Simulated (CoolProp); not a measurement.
Vapour-liquid equilibrium of CHF3 (R23) (1) + R22 (2) at 0.0223 MPa; x and y are mole fractions of (1).

Computed with CoolProp (multi-fluid Helmholtz-energy mixture model, Penoncello 2003 and Kamei 1995; pair parameters Bell 2016).

```json
[
 {"x": "0.05", "bubble temperature, mixture model (K)": "196.9", "bubble temperature, Raoult's law (K)": "198.8", "y, mixture model": "0.419", "y, Raoult's law": "0.346"},
 {"x": "0.2", "bubble temperature, mixture model (K)": "184.6", "bubble temperature, Raoult's law (K)": "187.9", "y, mixture model": "0.801", "y, Raoult's law": "0.749"},
 {"x": "0.35", "bubble temperature, mixture model (K)": "178.6", "bubble temperature, Raoult's law (K)": "181.5", "y, mixture model": "0.898", "y, Raoult's law": "0.878"},
 {"x": "0.5", "bubble temperature, mixture model (K)": "175.1", "bubble temperature, Raoult's law (K)": "177.1", "y, mixture model": "0.939", "y, Raoult's law": "0.936"},
 {"x": "0.65", "bubble temperature, mixture model (K)": "172.7", "bubble temperature, Raoult's law (K)": "173.8", "y, mixture model": "0.962", "y, Raoult's law": "0.966"},
 {"x": "0.8", "bubble temperature, mixture model (K)": "170.8", "bubble temperature, Raoult's law (K)": "171.3", "y, mixture model": "0.979", "y, Raoult's law": "0.985"},
 {"x": "0.95", "bubble temperature, mixture model (K)": "169.1", "bubble temperature, Raoult's law (K)": "169.1", "y, mixture model": "0.995", "y, Raoult's law": "0.997"}
]
```

The largest gap from Raoult's law is -3.3 K in bubble temperature, at x = 0.2. No azeotrope shows between x = 0.05 and 0.95.

Pair parameters are fitted to limited data, so mixtures are less certain than the pure fluids.
